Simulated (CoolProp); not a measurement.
The fluid at 838.58 K and 1.01 MPa expands adiabatically to 0.326 MPa with isentropic efficiency 0.85. The same conditions are run with several fluids, on thermodynamics alone (safety and materials aside).

Model: reference Helmholtz-energy equation of state of each fluid (normal hydrogen: Leachman 2009; carbon dioxide: Span 1996; nitrogen: Span 2000; water: Wagner 2002; oxygen: Schmidt 1985), in CoolProp.

Rank normal hydrogen, carbon dioxide, nitrogen, water, oxygen by work (kJ/kg), highest first.

normal hydrogen (2850), water (328), nitrogen (207), oxygen (183), carbon dioxide (139)

```tsv
fluid	final temperature (K)	final density (kg/m³)
normal hydrogen	644.3	0.123
carbon dioxide	718.2	2.40
nitrogen	652.3	1.68
water	682.1	1.04
oxygen	663.4	1.89
```

Above 300 K oxygen's equation is extrapolated.
